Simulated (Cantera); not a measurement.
A closed system holds: 1 mol CuO, a varied amount of CO, 0.22 mol H2, equilibrated at 925 K and 0.133 bar.

These are equilibrium values from Cantera (NASA tables, ideal gas, pure condensed phases), not measurements of a reactor. Candidate condensed phases: C, C6H6, C7H8, C8H18, Cu, CuO, Cu(OH)2, Cu2O, H2O; 113 gas species. Rates play no part.

x: gas mole fraction; n: condensed amount in mol.

```
n(CO) (mol)   x CO  x CO2    x H2    x H2O    x CH4  x HCHO (formaldehyde)  n Cu(s)  n C(graphite)
-----------  -----  -----  ------  -------  -------  ---------------------  -------  -------------
2.4          0.555  0.361  0.0635   0.0204  4.16e-5                2.75e-9     1.00              0
5.2          0.739  0.219  0.0365  0.00535  4.04e-5                2.11e-9     1.00          0.176
8            0.747  0.224  0.0255  0.00377        ?                1.49e-9     1.00          0.708
11           0.752  0.226  0.0192  0.00287        ?                1.13e-9     1.00           1.28
14           0.754  0.228  0.0155  0.00231        ?               9.12e-10     1.00           1.85
16           0.756  0.229  0.0137  0.00205        ?               8.07e-10     1.00           2.23
19           0.757  0.230  0.0116  0.00175        ?               6.89e-10     1.00           2.80
```

**Question.** Some entries are withheld; supply them.

**Answer.** 
- 8, x CH4: 1.96e-5
- 11, x CH4: 1.12e-5
- 14, x CH4: 7.23e-6
- 16, x CH4: 5.65e-6
- 19, x CH4: 4.10e-6
